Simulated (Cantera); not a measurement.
Catalytic stagnation flow on Pt

A jet of CH₄ : O₂ : N₂ = 0.027 : 0.052 : 0.79 (molar parts), equivalence ratio 1.0 at 300 K and 44000 Pa hits a platinum plate 2.4 cm away at a mass flux of 0.12 kg/m²/s; the plate temperature is set and raised in steps from an oxygen-covered start.

Detailed kinetics in Cantera: Deutschmann's 1995 Pt surface mechanism with GRI-Mech 3.0 gas chemistry. Catalytic surfaces can have several steady states; this one follows from the mechanism file's or the stated starting coverage.

```json
[
 {"plate T (K)": "850", "wall x CH₄": "0.0222", "wall x O₂": "0.0409", "wall x H₂O": "0.0167", "wall x OH": "<1e-8", "wall x CO": "5.64e-6", "wall x CO₂": "0.0109", "θ free Pt": "0.122", "θ O*": "0.875", "θ OH*": "0.00233", "θ CO*": "3.49e-5", "θ C*": "8.90e-8"},
 {"plate T (K)": "900", "wall x CH₄": "0.0132", "wall x O₂": "0.0219", "wall x H₂O": "0.0334", "wall x OH": "1.70e-8", "wall x CO": "5.20e-6", "wall x CO₂": "0.0219", "θ free Pt": "0.211", "θ O*": "0.786", "θ OH*": "0.00328", "θ CO*": "3.43e-5", "θ C*": "1.22e-7"},
 {"plate T (K)": "950", "wall x CH₄": "0.00124", "wall x O₂": "0.000679", "wall x H₂O": "0.0552", "wall x OH": "<1e-8", "wall x CO": "0.00767", "wall x CO₂": "0.0275", "θ free Pt": "0.744", "θ O*": "6.43e-5", "θ OH*": "5.90e-5", "θ CO*": "0.254", "θ C*": "0.00160"},
 {"plate T (K)": "1000", "wall x CH₄": "0.000973", "wall x O₂": "0.000562", "wall x H₂O": "0.0554", "wall x OH": "<1e-8", "wall x CO": "0.00841", "wall x CO₂": "0.0270", "θ free Pt": "0.841", "θ O*": "5.29e-5", "θ OH*": "4.73e-5", "θ CO*": "0.157", "θ C*": "0.00133"},
 {"plate T (K)": "1050", "wall x CH₄": "0.000839", "wall x O₂": "0.000506", "wall x H₂O": "0.0552", "wall x OH": "<1e-8", "wall x CO": "0.00846", "wall x CO₂": "0.0271", "θ free Pt": "0.910", "θ O*": "5.22e-5", "θ OH*": "4.12e-5", "θ CO*": "0.0878", "θ C*": "0.000949"},
 {"plate T (K)": "1100", "wall x CH₄": "0.000779", "wall x O₂": "0.000486", "wall x H₂O": "0.0546", "wall x OH": "<1e-8", "wall x CO": "0.00796", "wall x CO₂": "0.0277", "θ free Pt": "0.952", "θ O*": "5.93e-5", "θ OH*": "3.83e-5", "θ CO*": "0.0460", "θ C*": "0.000606"},
 {"plate T (K)": "1150", "wall x CH₄": "0.000759", "wall x O₂": "0.000485", "wall x H₂O": "0.0538", "wall x OH": "1.31e-8", "wall x CO": "0.00711", "wall x CO₂": "0.0287", "θ free Pt": "0.975", "θ O*": "7.44e-5", "θ OH*": "3.74e-5", "θ CO*": "0.0232", "θ C*": "0.000361"},
 {"plate T (K)": "1200", "wall x CH₄": "0.000757", "wall x O₂": "0.000495", "wall x H₂O": "0.0528", "wall x OH": "3.10e-8", "wall x CO": "0.00606", "wall x CO₂": "0.0299", "θ free Pt": "0.987", "θ O*": "9.96e-5", "θ OH*": "3.79e-5", "θ CO*": "0.0115", "θ C*": "0.000206"}
]
```
x: mole fraction at the wall; θ: surface coverage.
